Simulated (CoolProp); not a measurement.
Properties of octamethyltrisiloxane (MDM) at several states (Tc = 565.4 K, pc = 14.38 bar, ω = 0.528).

Values from CoolProp's reference Helmholtz-energy equation of state, Thol 2017.

```csv
T (K),p (bar),phase,density (kg/m³),cv (kJ/(kg K)),isothermal compressibility (1/MPa),fugacity coefficient
362.8,44.7,liquid,758.2,1.629,0.002784,0.004711
328.8,0.5,liquid,784.1,1.542,0.002322,0.05868
396.6,53,liquid,725.9,1.716,0.003677,0.01353
271.2,0.233,liquid,842.0,1.415,0.001419,0.002935
552.1,63.2,liquid,554.9,2.075,0.01842,0.2175
```
